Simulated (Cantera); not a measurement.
Input (Python, Cantera):

```python
import numpy as np
import cantera as ct

gas = ct.Solution("gri30.yaml")
gas.TPX = 1425, 2666, {'H2': 0.35, 'O2': 1}
reactor = ct.IdealGasConstPressureReactor(gas, energy="off", clone=False)
net = ct.ReactorNet([reactor])
net.rtol, net.atol = 1e-08, 1e-18
show = ['H2', 'O2', 'H', 'HO2', 'H2O2', 'OH']
times = np.geomspace(2e-05, 100, 14)

steps = ct.SolutionArray(gas, extra=["t"])
rows = []
print(f"{'t/s':>10s}{'T/K':>9s}{'P/Pa':>11s}" + "".join(f"{s:>11s}" for s in show))
for t in times:
    while net.time < t:
        t_next = net.step()
        steps.append(gas.state, t=t_next)
    rows.append([np.interp(t, steps.t, y) for y in (steps.T, steps.P, *steps(*show).X.T)])
    print(f"{t:10.3e}{rows[-1][0]:9.1f}{rows[-1][1]:11.4g}" + "".join(f"{x:11.3e}" for x in rows[-1][2:]))
rate = np.gradient(steps.T, steps.t)
print("integrator steps:", len(steps.t))
if steps.T.max() > steps.T[0] + 200:
    print(f"time of steepest temperature rise: {steps.t[rate.argmax()]:.4e} s")
gas.TPX = 1425, 2666, {'H2': 0.35, 'O2': 1}
gas.equilibrate("TP")
print(f"equilibrium (TP): T = {gas.T:.1f} K  " + "  ".join(f"{s} {gas[s].X[0]:.3e}" for s in show))
```

Result:

```
       t/s      T/K       P/Pa         H2         O2          H        HO2       H2O2         OH
 2.000e-05   1425.0       2666  2.593e-01  7.407e-01  2.911e-07  2.520e-07  5.570e-10  1.108e-07
 6.551e-05   1425.0       2666  2.592e-01  7.407e-01  6.526e-06  8.298e-07  5.729e-09  2.974e-06
 2.146e-04   1425.0       2666  1.566e-01  6.817e-01  4.339e-02  7.706e-06  3.483e-07  1.827e-02
 7.030e-04   1425.0       2666  1.544e-02  5.935e-01  7.508e-02  1.165e-05  4.776e-07  2.165e-02
 2.303e-03   1425.0       2666  1.227e-02  6.232e-01  4.765e-02  1.265e-05  5.241e-07  1.975e-02
 7.543e-03   1425.0       2666  4.826e-03  6.737e-01  1.012e-02  1.196e-05  4.722e-07  1.283e-02
 2.471e-02   1425.0       2666  5.777e-04  6.978e-01  3.961e-04  4.406e-06  1.948e-07  4.503e-03
 8.094e-02   1425.0       2666  5.978e-05  7.013e-01  1.319e-05  7.617e-07  5.599e-08  1.458e-03
 2.651e-01   1425.0       2666  9.465e-06  7.018e-01  8.388e-07  2.090e-07  1.700e-08  5.824e-04
 8.685e-01   1425.0       2666  2.361e-06  7.020e-01  1.054e-07  1.716e-07  6.876e-09  2.916e-04
 2.845e+00   1425.0       2666  1.456e-06  7.020e-01  5.123e-08  1.900e-07  5.382e-09  2.290e-04
 9.319e+00   1425.0       2666  1.443e-06  7.020e-01  5.052e-08  1.905e-07  5.361e-09  2.279e-04
 3.053e+01   1425.0       2666  1.443e-06  7.020e-01  5.052e-08  1.905e-07  5.361e-09  2.279e-04
 1.000e+02   1425.0       2666  1.443e-06  7.020e-01  5.052e-08  1.905e-07  5.361e-09  2.279e-04
integrator steps: 1685
equilibrium (TP): T = 1425.0 K  H2 1.443e-06  O2 7.020e-01  H 5.052e-08  HO2 1.905e-07  H2O2 5.361e-09  OH 2.279e-04
```

Computed with Cantera and GRI-Mech 3.0 (53 species, 325 reactions). Radical loss at walls, strong at low pressure, is not modelled. The temperature is held fixed by assumption; the heat of reaction is taken as removed at once.
